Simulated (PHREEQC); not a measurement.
# Alkaline etch or developer with phosphoric acid bath: speciation

Solution A (0.023 mol NaOH and 0.16 mol K3PO4 per kg of water) is mixed with solution B (0.0016 mol/kgw NaH2PO4 and 0.26 mol/kgw H2SO4) at 40 °C; shares are by mass of water, 1 kg in all. Oxygen is held at 0.21 atm. CO2 from the air is kept out. The run lets Mirabilite precipitate or redissolve, and no other solid.

Equilibrium calculation in PHREEQC: ion-association model, wateq4f.dat.

```json
[
 {"share of solution B": "0", "pH": "12.01", "HSO4- (mol/kgw)": "0", "PO4-3 (mol/kgw)": "0.133", "H2PO4- (mol/kgw)": "8.71e-8", "HPO4-2 (mol/kgw)": "0.0233", "H3PO4 (mol/kgw)": "0", "SO4-2 (mol/kgw)": "0"},
 {"share of solution B": "0.1", "pH": "11.60", "HSO4- (mol/kgw)": "1.47e-12", "PO4-3 (mol/kgw)": "0.0933", "H2PO4- (mol/kgw)": "4.43e-7", "HPO4-2 (mol/kgw)": "0.0446", "H3PO4 (mol/kgw)": "0", "SO4-2 (mol/kgw)": "0.0164"},
 {"share of solution B": "0.2", "pH": "11.00", "HSO4- (mol/kgw)": "1.29e-11", "PO4-3 (mol/kgw)": "0.0374", "H2PO4- (mol/kgw)": "3.42e-6", "HPO4-2 (mol/kgw)": "0.0803", "H3PO4 (mol/kgw)": "0", "SO4-2 (mol/kgw)": "0.0333"},
 {"share of solution B": "0.3", "pH": "7.09", "HSO4- (mol/kgw)": "1.76e-7", "PO4-3 (mol/kgw)": "3.71e-6", "H2PO4- (mol/kgw)": "0.0284", "HPO4-2 (mol/kgw)": "0.0747", "H3PO4 (mol/kgw)": "2.53e-7", "SO4-2 (mol/kgw)": "0.0505"},
 {"share of solution B": "0.4", "pH": "3.82", "HSO4- (mol/kgw)": "0.000484", "PO4-3 (mol/kgw)": "2.90e-12", "H2PO4- (mol/kgw)": "0.0948", "HPO4-2 (mol/kgw)": "0.000124", "H3PO4 (mol/kgw)": "0.00166", "SO4-2 (mol/kgw)": "0.0682"},
 {"share of solution B": "0.5", "pH": "2.00", "HSO4- (mol/kgw)": "0.0322", "PO4-3 (mol/kgw)": "0", "H2PO4- (mol/kgw)": "0.0374", "HPO4-2 (mol/kgw)": "7.24e-7", "H3PO4 (mol/kgw)": "0.0434", "SO4-2 (mol/kgw)": "0.0675"},
 {"share of solution B": "0.6", "pH": "1.50", "HSO4- (mol/kgw)": "0.0828", "PO4-3 (mol/kgw)": "0", "H2PO4- (mol/kgw)": "0.0137", "HPO4-2 (mol/kgw)": "8.10e-8", "H3PO4 (mol/kgw)": "0.0513", "SO4-2 (mol/kgw)": "0.0529"},
 {"share of solution B": "0.7", "pH": "1.17", "HSO4- (mol/kgw)": "0.131", "PO4-3 (mol/kgw)": "0", "H2PO4- (mol/kgw)": "0.00545", "HPO4-2 (mol/kgw)": "1.51e-8", "H3PO4 (mol/kgw)": "0.0437", "SO4-2 (mol/kgw)": "0.0391"},
 {"share of solution B": "0.8", "pH": "0.95", "HSO4- (mol/kgw)": "0.171", "PO4-3 (mol/kgw)": "0", "H2PO4- (mol/kgw)": "0.00231", "HPO4-2 (mol/kgw)": "3.81e-9", "H3PO4 (mol/kgw)": "0.0310", "SO4-2 (mol/kgw)": "0.0305"},
 {"share of solution B": "0.9", "pH": "0.78", "HSO4- (mol/kgw)": "0.206", "PO4-3 (mol/kgw)": "0", "H2PO4- (mol/kgw)": "0.000857", "HPO4-2 (mol/kgw)": "9.89e-10", "H3PO4 (mol/kgw)": "0.0166", "SO4-2 (mol/kgw)": "0.0256"},
 {"share of solution B": "1", "pH": "0.66", "HSO4- (mol/kgw)": "0.237", "PO4-3 (mol/kgw)": "0", "H2PO4- (mol/kgw)": "6.06e-5", "HPO4-2 (mol/kgw)": "5.37e-11", "H3PO4 (mol/kgw)": "0.00154", "SO4-2 (mol/kgw)": "0.0227"}
]
```

The ionic strength reaches 0.92 mol/kgw; past about 0.7 this activity model is rough. H3PO4, which wateq4f.dat lacks, is added to it with the constant of phreeqc.dat. At this temperature some constants are extrapolated from 25 °C, and those without enthalpy data are left unchanged.
